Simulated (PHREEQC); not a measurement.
**Phosphoric acid bath**

A solution holds 0.0021 mol/kgw H3PO4, 0.057 mol/kgw HCl and 9.5e-05 mol/kgw H4SiO4, at 25 °C. Closed to the air; pH follows from the charge balance.

All values are PHREEQC results (ion-association model, phreeqc.dat), not measurements.

This is a speciation only: nothing precipitates in the calculation.

Task: Predict the pH, density.

Result: pH 1.31; density 0.998 g/cm³.

Task: In which forms is P present?

Result: H3PO4 85 %, H2PO4- 15 % of the P.
